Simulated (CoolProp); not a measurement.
Properties of oxygen along the isotherm -114.85 °C.

The numbers come from the reference Helmholtz-energy equation of state, Schmidt 1985 in CoolProp.

```json
[
 {"p (kPa)": "473", "phase": "gas", "density (kg/m³)": "11.85", "isothermal compressibility (1/MPa)": "2.180", "viscosity (µPa s)": "12.0", "conductivity (mW/(m K))": "14.9"},
 {"p (kPa)": "946", "phase": "gas", "density (kg/m³)": "24.48", "isothermal compressibility (1/MPa)": "1.129", "viscosity (µPa s)": "12.2", "conductivity (mW/(m K))": "15.3"},
 {"p (kPa)": "1420", "phase": "gas", "density (kg/m³)": "38.08", "isothermal compressibility (1/MPa)": "0.7821", "viscosity (µPa s)": "12.3", "conductivity (mW/(m K))": "15.9"},
 {"p (kPa)": "1890", "phase": "gas", "density (kg/m³)": "52.66", "isothermal compressibility (1/MPa)": "0.6147", "viscosity (µPa s)": "12.5", "conductivity (mW/(m K))": "16.5"},
 {"p (kPa)": "2370", "phase": "gas", "density (kg/m³)": "68.96", "isothermal compressibility (1/MPa)": "0.5174", "viscosity (µPa s)": "12.6", "conductivity (mW/(m K))": "17.2"},
 {"p (kPa)": "2840", "phase": "gas", "density (kg/m³)": "86.67", "isothermal compressibility (1/MPa)": "0.4601", "viscosity (µPa s)": "12.9", "conductivity (mW/(m K))": "18.0"},
 {"p (kPa)": "3310", "phase": "gas", "density (kg/m³)": "106.7", "isothermal compressibility (1/MPa)": "0.4267", "viscosity (µPa s)": "13.1", "conductivity (mW/(m K))": "19.1"},
 {"p (kPa)": "3780", "phase": "gas", "density (kg/m³)": "129.8", "isothermal compressibility (1/MPa)": "0.4127", "viscosity (µPa s)": "13.5", "conductivity (mW/(m K))": "20.5"},
 {"p (kPa)": "4260", "phase": "gas", "density (kg/m³)": "158.4", "isothermal compressibility (1/MPa)": "0.4203", "viscosity (µPa s)": "14.0", "conductivity (mW/(m K))": "22.4"},
 {"p (kPa)": "4730", "phase": "gas", "density (kg/m³)": "194.6", "isothermal compressibility (1/MPa)": "0.4630", "viscosity (µPa s)": "14.9", "conductivity (mW/(m K))": "25.4"},
 {"p (kPa)": "5200", "phase": "supercritical", "density (kg/m³)": "248.3", "isothermal compressibility (1/MPa)": "0.6028", "viscosity (µPa s)": "16.4", "conductivity (mW/(m K))": "30.8"},
 {"p (kPa)": "5680", "phase": "supercritical", "density (kg/m³)": "377.8", "isothermal compressibility (1/MPa)": "1.364", "viscosity (µPa s)": "21.9", "conductivity (mW/(m K))": "47.8"},
 {"p (kPa)": "6150", "phase": "supercritical", "density (kg/m³)": "557.9", "isothermal compressibility (1/MPa)": "0.3108", "viscosity (µPa s)": "33.2", "conductivity (mW/(m K))": "56.3"},
 {"p (kPa)": "6620", "phase": "supercritical", "density (kg/m³)": "612.5", "isothermal compressibility (1/MPa)": "0.1343", "viscosity (µPa s)": "37.6", "conductivity (mW/(m K))": "58.4"},
 {"p (kPa)": "7100", "phase": "supercritical", "density (kg/m³)": "644.4", "isothermal compressibility (1/MPa)": "0.08509", "viscosity (µPa s)": "40.4", "conductivity (mW/(m K))": "60.3"},
 {"p (kPa)": "7570", "phase": "supercritical", "density (kg/m³)": "666.9", "isothermal compressibility (1/MPa)": "0.06288", "viscosity (µPa s)": "42.6", "conductivity (mW/(m K))": "62.0"}
]
```

Viscosity comes from a separate model (Lemmon 2004). Thermal conductivity comes from a separate model (Lemmon 2004).
